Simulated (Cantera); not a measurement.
Charge: 1 mol Si₃N₄, 0.012 mol Si, 0.32 mol N₂, at 1623 K and 101000 Pa.

Cantera equilibrium calculation (NASA polynomials, part measured and part estimated; ideal gas, pure solids and liquids). Candidate condensed phases: Si, Si₃N₄; 7 gas species. The numbers say what is thermodynamically allowed, not how fast it happens.

Base state: N₂ 1.00 (mole fractions); condensed: Si₃N₄(s).

Question: What changes in the equilibrium state with this change: 0.0046 mol HCl added?

Answer: 
```
species        before     after
-------------  ------  --------
N₂               1.00     0.986
HCl                 0    0.0105
H₂                  0   0.00201
SiCl₂               0   0.00111
SiCl₃               0  0.000315
SiCl₄               0  0.000208
Cl                  0   1.27e-5
Si₃N₄(s), mol    1.00      1.00
```
The tables' values for SiCl₃ are old estimates; treat these amounts as uncertain. Further candidate phases: NH₄Cl.

Question: What changes in the equilibrium state with this change: temperature from 1623 K to 2348.15 K?

Answer: 
```csv
species,before,after
N₂,1.00,0.998
Si,<1e-9,0.00140
SiN,<1e-9,0.000181
Si₂N,<1e-9,0.000178
Si₂,<1e-9,2.93e-5
"Si₃N₄(s), mol",1.00,0
"Si(l), mol",0,3.01
```
The tables' values for SiN are old estimates; treat these amounts as uncertain.
